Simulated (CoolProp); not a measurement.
A simple Rankine cycle with R134a: condensing at 290.15 K, boiler at 3.06 MPa, turbine inlet 400.2 K, turbine efficiency 0.85, pump efficiency 0.7, no recuperator. Each further row changes one setting.

Model: reference Helmholtz-energy equation of state, Tillner-Roth 1994, in CoolProp.

```
case                             thermal efficiency (%)  net work (kJ/kg)  heat in (kJ/kg)  turbine exit temperature (K)  volume ratio over the turbine
-------------------------------  ----------------------  ----------------  ---------------  ----------------------------  -----------------------------
as stated                                          13.3              34.9              264                         335.8                              ?
turbine inlet 420.2 K                              13.4              38.6                ?                         358.0                           5.86
condensing temperature 282.15 K                    14.7              40.3              275                         328.2                           7.78
boiler pressure 2.14 MPa                           11.2              30.7              275                             ?                           4.06
turbine efficiency 0.75                            11.6              30.5              264                             ?                           6.16
```

**Question.** Some entries are withheld; supply them.

**Answer.** 
- as stated, volume ratio over the turbine: 6.05
- turbine inlet 420.2 K, heat in (kJ/kg): 289
- boiler pressure 2.14 MPa, turbine exit temperature (K): 352.3
- turbine efficiency 0.75, turbine exit temperature (K): 340.4
